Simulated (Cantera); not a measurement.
A closed system holds: 1 mol Si2Cl6, 13 mol NH3, 0.39 mol H2, equilibrated at 1302 °C and 0.100 bar.

These are equilibrium values from Cantera (NASA tables, ideal gas, pure condensed phases), not measurements of a reactor. Candidate condensed phases: NH4Cl, Si, Si3N4; 28 gas species. The feed counts by its element totals alone. The tables' values for SiCl3 are old estimates; treat these amounts as uncertain. Equilibrium is a limit: real reactors are often held back by kinetics, nucleation or transport.

Base state: H2 0.610, N2 0.190, HCl 0.189, SiCl2 0.00928, SiCl3 0.00112, SiCl4 0.000351, SiHCl3 0.000151, H 0.000103 (mole fractions); condensed: Si3N4(s).

Q: What changes in the equilibrium state with this change: pressure from 0.100 bar to 0.0300 bar?

A: 
```csv
species,before,after
H2,0.610,0.614
N2,0.190,0.194
HCl,0.189,0.173
SiCl2,0.00928,0.0171
SiCl4,0.000351,0.000162
SiHCl3,0.000151,7.68e-5
H,0.000103,0.000188
SiH2Cl2,1.08e-5,6.00e-6
Cl,2.52e-5,4.21e-5
"Si3N4(s), mol",0.564,0.493
```
